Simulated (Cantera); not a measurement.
## Thermodynamics of abatement and gas-phase synthesis, feed PH₃ + O₂

A closed system holds: 1 mol PH₃, a varied amount of O₂, at 3077 °C and 2800 Pa.

Equilibrium computed with Cantera from the NASA thermochemical tables; the gas is ideal and each condensed phase is pure. Candidate condensed phases: H₂O, P, P₄O₁₀; 17 gas species. Gases not in the tables: HPO₂, HPO₃ and P₄O₆. Equilibrium is a limit: real reactors are often held back by kinetics, nucleation or transport.

```
n(O₂) (mol)    x H    x PO     x P      x O    x H₂      x P₂      x OH     x PO₂
-----------  -----  ------  ------  -------  ------  --------  --------  --------
0.077        0.675  0.0385   0.179  0.00304  0.0743    0.0279  0.000568   5.16e-5
0.098        0.673  0.0487   0.173  0.00400  0.0739    0.0258  0.000743   8.56e-5
0.13         0.670  0.0638   0.162  0.00557  0.0732    0.0228   0.00103  0.000157
0.16         0.667  0.0776   0.152  0.00721  0.0726    0.0201   0.00133  0.000246
0.2          0.663  0.0953   0.140  0.00968  0.0718    0.0169   0.00177  0.000406
0.26         0.657   0.120   0.121   0.0141  0.0705    0.0126   0.00257  0.000748
0.33         0.649   0.146  0.0992   0.0209  0.0689   0.00853   0.00375   0.00134
0.42         0.638   0.173  0.0745   0.0329  0.0665   0.00481   0.00580   0.00250
0.54         0.619   0.194  0.0492   0.0558  0.0625   0.00210   0.00955   0.00477
0.69         0.589   0.201  0.0306   0.0930  0.0566  0.000812    0.0151   0.00822
0.88         0.550   0.194  0.0192    0.143  0.0493  0.000321    0.0218    0.0122
```
x: gas mole fraction; nothing condenses.

From 0.077 mol O₂ to 0.88 mol O₂ nothing is condensed.
